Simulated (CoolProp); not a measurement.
A closed Brayton cycle with carbon dioxide: compressor inlet 311.15 K and 8 MPa, high pressure 22.5 MPa, turbine inlet 930 K, compressor efficiency 0.89, turbine efficiency 0.93, recuperator effectiveness 0.8 (on enthalpy, no pinch check). Each further row changes one setting.

Model: reference Helmholtz-energy equation of state, Span 1996, in CoolProp.

| case | thermal efficiency (%) | net work (kJ/kg) | compressor to turbine work | compressor exit (K) | turbine exit (K) |
|---|---|---|---|---|---|
| as stated | [?] | 120 | 0.24 | 380.5 | 793.0 |
| turbine inlet 880 K | 33.2 | [?] | [?] | 380.5 | 747.8 |
| compressor inlet 321.15 K | [?] | 110 | [?] | 405.2 | 793.0 |
| high pressure 19.1 MPa | 31.5 | [?] | [?] | 369.3 | 814.0 |
| recuperator effectiveness 0.5 | [?] | 120 | 0.24 | 380.5 | 793.0 |

Q: Complete the blanks.

A: 
- as stated, thermal efficiency (%): 34.0
- turbine inlet 880 K, net work (kJ/kg): 111
- turbine inlet 880 K, compressor to turbine work: 0.26
- compressor inlet 321.15 K, thermal efficiency (%): 33.4
- compressor inlet 321.15 K, compressor to turbine work: 0.31
- high pressure 19.1 MPa, net work (kJ/kg): 104
- high pressure 19.1 MPa, compressor to turbine work: 0.23
- recuperator effectiveness 0.5, thermal efficiency (%): 24.2
